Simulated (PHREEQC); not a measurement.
A column of 1 m (40 cells, dispersivity 0.035 m, 3600 s a shift, diffusion coefficient 3e-10 m²/s) holds 0.04 eq of the database's cation exchanger X per kg of pore water, first in equilibrium with 0.013 mol/kgw KCl and 1e-05 mol/kgw HCl. It is flushed with 14 mmol/kgw KBr, 6.1 mmol/kgw LiCl and 0.01 mmol/kgw HCl, at 25 °C. Values are for the last cell. No CO2 enters from the air. Precipitation was switched off in this run.

The series has 31 steps of pore volumes, from 0 to 6.013.

Computed with PHREEQC (ion-association model, phreeqc.dat).

Question: After how many pore volumes does Br at the outlet first reach half of its feed value?

Answer: By 1.0 pore volumes.

Question: After how many pore volumes does Li at the outlet first reach half of its feed value?

Answer: By 1.4 pore volumes.
